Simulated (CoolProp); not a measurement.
CH3F (R41) along the isobar 0.154 MPa: density (kg/m³) from the reference equation and from simpler models built on Tc = 317.3 K, pc = 5.906 MPa, ω = 0.200; each cubic takes its own stable root.

Values from CoolProp's reference Helmholtz-energy equation of state, Lemmon 2006. It is a short technical equation, of lower accuracy than the large ones.

| T (K) | phase | reference | van der Waals | Redlich-Kwong | Soave-Redlich-Kwong |
|---|---|---|---|---|---|
| 190.6 | liquid | … | 3.394 | 691.0 | 706.1 |
| 198.4 | liquid | 873.6 | 3.253 | 3.287 | … |
| 206.2 | gas | … | 3.124 | … | 3.160 |
| 214 | gas | 3.079 | … | 3.028 | … |
| 221.8 | gas | 2.952 | 2.895 | 2.914 | 2.919 |
| 229.5 | gas | 2.839 | 2.794 | … | 2.814 |
| 237.3 | gas | 2.735 | 2.698 | … | 2.715 |
| 245.1 | gas | 2.639 | 2.609 | 2.621 | 2.624 |
| 252.9 | gas | 2.550 | 2.526 | 2.536 | 2.538 |
| 260.7 | gas | 2.468 | 2.448 | 2.456 | 2.458 |
| 268.5 | gas | 2.391 | 2.375 | 2.382 | 2.384 |
| 276.3 | gas | 2.320 | 2.306 | 2.312 | 2.313 |

Question: Complete the blanks.

Answer: 
- 190.6, reference: 890.0
- 198.4, Soave-Redlich-Kwong: 693.3
- 206.2, reference: 3.222
- 206.2, Redlich-Kwong: 3.152
- 214, van der Waals: 3.005
- 214, Soave-Redlich-Kwong: 3.034
- 229.5, Redlich-Kwong: 2.809
- 237.3, Redlich-Kwong: 2.712

At some of these states van der Waals, Redlich-Kwong gives the other phase, because its saturation line lies elsewhere.
